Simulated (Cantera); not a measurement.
A closed system holds: 1 mol SiHCl3, 0.47 mol CH4, 4.3 mol H2, at 0.180 bar.

Equilibrium computed with Cantera from the NASA thermochemical tables; the gas is ideal and each condensed phase is pure. Candidate condensed phases: C, C6H6, C7H8, C8H18, Si, SiC; 109 gas species. The tables' values for SiCl3, SiCl are old estimates; treat these amounts as uncertain. Kinetics and transport are ignored.

x: gas mole fraction; n: condensed amount in mol.

```tsv
T (°C)	x H2	x HCl	x SiCl2	x SiCl3	x SiCl4	n SiC(s)
1250	0.688	0.237	0.0486	0.0127	[?]	0.470
1275	0.683	0.242	0.0520	0.0119	[?]	0.470
1300	0.679	0.247	0.0549	0.0111	[?]	0.470
1325	0.676	0.250	0.0574	0.0102	[?]	0.470
1350	0.673	0.253	0.0596	0.00936	[?]	0.470
1375	0.671	0.255	0.0614	0.00853	[?]	0.470
1400	0.669	0.257	0.0630	0.00774	[?]	0.470
1425	0.667	0.259	0.0643	0.00702	[?]	0.470
1450	0.666	0.260	0.0654	0.00635	[?]	0.470
1475	0.665	0.261	0.0663	0.00575	[?]	0.470
1500	0.664	0.262	0.0671	0.00521	[?]	0.470
```

Task: Fill in the missing entries.

Result: 
- 1250, x SiCl4: 0.00993
- 1275, x SiCl4: 0.00769
- 1300, x SiCl4: 0.00590
- 1325, x SiCl4: 0.00451
- 1350, x SiCl4: 0.00343
- 1375, x SiCl4: 0.00261
- 1400, x SiCl4: 0.00199
- 1425, x SiCl4: 0.00151
- 1450, x SiCl4: 0.00116
- 1475, x SiCl4: 0.000889
- 1500, x SiCl4: 0.000686
